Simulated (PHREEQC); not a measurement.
Dissolve 0.2 mol HF and 0.004 mol (NH4)2SiF6 per kg of water at 25 °C. Closed to the air; pH follows from the charge balance.

The numbers come from PHREEQC with the ion-association model, phreeqc.dat.

Precipitation was switched off in this run.

Question: Order these F species by the share of F that they hold, largest first: HF, SiF6-2, F-, HF2-.

Answer: HF (79 %), SiF6-2 (11 %), HF2- (5.9 %), F- (4.4 %)

The pH is 1.84 and the ionic strength 0.0284 mol/kgw. SiF6-2 is the database's only silicon fluoride.
